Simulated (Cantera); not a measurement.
Mixture: CH4 : H2 : O2 : N2 = 1 : 0.092 : 1.14 : 4.27 (molar parts), at 100000 Pa, adiabatic and at constant pressure. Ignition delay is the time to a rise of 400 K.

Computed with Cantera and GRI-Mech 3.0 (53 species, 325 reactions).

Problem. What does this change do: 0.1 parts C2H6 added?

Solution. 
| quantity | before | after |
|---|---|---|
| delay at 1125 K | 60.3 ms | 10.9 ms |
| delay at 1275 K | 10.5 ms | 2.33 ms |
| delay at 1425 K | 2.05 ms | 0.585 ms |
| delay at 1575 K | 0.504 ms | 0.166 ms |
| apparent activation energy between 1500 and 1650 K | 170 kJ/mol | 160 kJ/mol |

Problem. What does this change do: pressure from 100000 Pa to 67000 Pa?

Solution. 
```
quantity                                                before       after
--------------------------------------------------  ----------  ----------
delay at 1125 K                                        60.3 ms     87.5 ms
delay at 1275 K                                        10.5 ms     14.2 ms
delay at 1425 K                                        2.05 ms     2.72 ms
delay at 1575 K                                       0.504 ms    0.683 ms
apparent activation energy between 1500 and 1650 K  170 kJ/mol  170 kJ/mol
```
